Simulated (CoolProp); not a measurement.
Vapour pressure (bar) of chloromethane (R40): the reference equation beside estimates from Tc = 418.6 K, pc = 69.29 bar, ω = 0.150. Clausius-Clapeyron is anchored at 313.2 K with a constant enthalpy of vaporisation of 17.90 kJ/mol.

The numbers come from the reference Helmholtz-energy equation of state, Thol 2014 in CoolProp.

```json
[
 {"T (K)": "313.2", "reference": "8.742", "Lee-Kesler": "8.677", "Clausius-Clapeyron": "8.742", "van der Waals": "19.34", "Soave-Redlich-Kwong": "8.692", "Peng-Robinson": "8.627"},
 {"T (K)": "324.2", "reference": "…", "Lee-Kesler": "11.46", "Clausius-Clapeyron": "11.04", "van der Waals": "…", "Soave-Redlich-Kwong": "11.51", "Peng-Robinson": "11.40"},
 {"T (K)": "335.1", "reference": "14.91", "Lee-Kesler": "14.82", "Clausius-Clapeyron": "13.70", "van der Waals": "26.64", "Soave-Redlich-Kwong": "14.91", "Peng-Robinson": "14.75"},
 {"T (K)": "346.1", "reference": "18.99", "Lee-Kesler": "18.87", "Clausius-Clapeyron": "16.80", "van der Waals": "…", "Soave-Redlich-Kwong": "19.03", "Peng-Robinson": "18.82"},
 {"T (K)": "357.1", "reference": "23.83", "Lee-Kesler": "23.67", "Clausius-Clapeyron": "20.35", "van der Waals": "35.51", "Soave-Redlich-Kwong": "23.93", "Peng-Robinson": "23.66"},
 {"T (K)": "368", "reference": "29.45", "Lee-Kesler": "29.25", "Clausius-Clapeyron": "24.33", "van der Waals": "40.51", "Soave-Redlich-Kwong": "29.62", "Peng-Robinson": "29.31"},
 {"T (K)": "379", "reference": "36.07", "Lee-Kesler": "35.82", "Clausius-Clapeyron": "28.83", "van der Waals": "45.98", "Soave-Redlich-Kwong": "…", "Peng-Robinson": "35.96"},
 {"T (K)": "390", "reference": "43.72", "Lee-Kesler": "43.43", "Clausius-Clapeyron": "33.85", "van der Waals": "51.87", "Soave-Redlich-Kwong": "43.97", "Peng-Robinson": "43.65"},
 {"T (K)": "401", "reference": "52.52", "Lee-Kesler": "52.24", "Clausius-Clapeyron": "39.38", "van der Waals": "58.21", "Soave-Redlich-Kwong": "52.74", "Peng-Robinson": "52.48"}
]
```

Task: Some entries are withheld; supply them.

Result: 
- 324.2, reference: 11.54
- 324.2, van der Waals: 22.82
- 346.1, van der Waals: 30.87
- 379, Soave-Redlich-Kwong: 36.29

Absolute difference from the reference over all 9 rows, mean and median: Lee-Kesler 0.7 and 0.7 %, Clausius-Clapeyron 13.7 and 14.6 %, van der Waals 56.0 and 49.0 %, Soave-Redlich-Kwong 0.4 and 0.4 %, Peng-Robinson 0.7 and 0.7 %.
